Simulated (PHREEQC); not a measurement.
Make-up at 25 °C: 0.014 mol/kgw KOH, 0.0011 mol/kgw Na2SiO3 and 0.3 mol/kgw (CH3)4NCl. It is in equilibrium with CO2 at log p = -3.4 (atm). Otherwise closed; pH follows from the charge balance.

Computed with PHREEQC (ion-association model, wateq4f.dat).

```json
{
  "pH": "9.15",
  "ionic_strength": "0.318 mol/kgw",
  "activity_of_water": "0.989",
  "total_alkalinity": "16.2 meq/kg"
}
```

```csv
species,molality,activity,log γ
Cl-,0.300,0.203,-0.170
(CH3)4N+,0.300,0.205,-0.165
K+,0.0140,0.00947,-0.170
HCO3-,0.0117,0.00839,-0.144
Na+,0.00217,0.00157,-0.141
CO3-2,0.00208,0.000554,-0.575
H4SiO4,0.000829,0.000892,0.032
H3SiO4-,0.000271,0.000185,-0.165
```

Precipitation was switched off in this run. Examples of supersaturated solids here: Quartz (slow to form), Chalcedony (slow to form). Others may be too. (CH3)4N+ isn't in the database: it is added as a free cation with an ion size of 4 Å.
